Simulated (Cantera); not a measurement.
An adiabatic, constant-volume homogeneous reactor starts with 6.17 % CH4, 22.8 % O2, 71.0 % N2, equivalence ratio 0.54, at 1450 K and 37000 Pa.

Computed with Cantera and GRI-Mech 3.0 (53 species, 325 reactions).

Task: Predict: time of steepest temperature rise; temperature at 4.00 s; equilibrium temperature; x(O2) at 4.00 s; x(OH) at 4.00 s; x(H2O2) at 4.00 s.

Result: 
```
Item                                                                 Value
---------------------------------  ---------------------------------------
time of steepest temperature rise                                  2.85 ms
temperature at 4.00 s                                               2625 K
equilibrium temperature                                             2625 K
x(O2) at 4.00 s                      0.0937 (gas-phase equilibrium 0.0937)
x(OH) at 4.00 s                      0.0194 (gas-phase equilibrium 0.0194)
x(H2O2) at 4.00 s                  2.42e-7 (gas-phase equilibrium 2.42e-7)
```
